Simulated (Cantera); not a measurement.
Charge: 1 mol CS2, 0.56 mol H2, held at 0.133 bar.

These are equilibrium values from Cantera (NASA tables, ideal gas, pure condensed phases), not measurements of a reactor. Candidate condensed phases: C, C6H6, C7H8, C8H18, S; 83 gas species. Gases not in the tables: S3 to S7. The numbers say what is thermodynamically allowed, not how fast it happens.

Task: Which condensed phases are stable at each of these points (T (°C)): 950, 1150, 1350, 1550, 1750, 1950, 2150, 2350, 2550, 2750, 2950, 3150?

Result: 
```
T (°C)  condensed phases  C condensed (%)
------  ----------------  ---------------
950          C(graphite)             29.8
1150         C(graphite)             24.5
1350         C(graphite)             21.4
1550         C(graphite)             18.6
1750         C(graphite)             10.9
1950            gas only              0.0
2150            gas only              0.0
2350            gas only              0.0
2550            gas only              0.0
2750            gas only              0.0
2950            gas only              0.0
3150            gas only              0.0
```

From 950 °C to 1750 °C the condensed part is C(graphite). From 1950 °C to 3150 °C nothing is condensed.
